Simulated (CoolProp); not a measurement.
Vapour-liquid equilibrium of ethanol (1) + toluene (2) at 391 K; x and y are mole fractions of (1).

Values from CoolProp's multi-fluid Helmholtz-energy mixture model, Schroeder 2014 and Lemmon 2006; pair parameters Bell 2016.

```json
[
 {"x": "0.05", "bubble pressure (MPa)": "___", "y at the bubble point": "0.355", "dew pressure at overall composition x (MPa)": "0.1303", "liquid density (mol/L)": "8.529"},
 {"x": "0.2", "bubble pressure (MPa)": "___", "y at the bubble point": "___", "dew pressure at overall composition x (MPa)": "0.1535", "liquid density (mol/L)": "9.057"},
 {"x": "0.35", "bubble pressure (MPa)": "0.3421", "y at the bubble point": "0.697", "dew pressure at overall composition x (MPa)": "0.1864", "liquid density (mol/L)": "9.706"},
 {"x": "0.5", "bubble pressure (MPa)": "0.3646", "y at the bubble point": "0.737", "dew pressure at overall composition x (MPa)": "0.2355", "liquid density (mol/L)": "10.52"},
 {"x": "0.65", "bubble pressure (MPa)": "___", "y at the bubble point": "0.779", "dew pressure at overall composition x (MPa)": "0.3124", "liquid density (mol/L)": "___"},
 {"x": "0.8", "bubble pressure (MPa)": "___", "y at the bubble point": "0.842", "dew pressure at overall composition x (MPa)": "0.3871", "liquid density (mol/L)": "12.81"},
 {"x": "0.95", "bubble pressure (MPa)": "0.4012", "y at the bubble point": "0.950", "dew pressure at overall composition x (MPa)": "0.4012", "liquid density (mol/L)": "14.42"}
]
```

### Question
Some entries are withheld; supply them.

### Answer

- 0.05, bubble pressure (MPa): 0.1876
- 0.2, bubble pressure (MPa): 0.2969
- 0.2, y at the bubble point: 0.624
- 0.65, bubble pressure (MPa): 0.3812
- 0.65, liquid density (mol/L): 11.53
- 0.8, bubble pressure (MPa): 0.3950

y crosses x between x = 0.8 and 0.95: the model has an azeotrope there.

The pair parameters rest on a limited set of measurements; away from them the model extrapolates. With so large a gap from Raoult's law the liquid may split in two, which this calculation doesn't test in full.
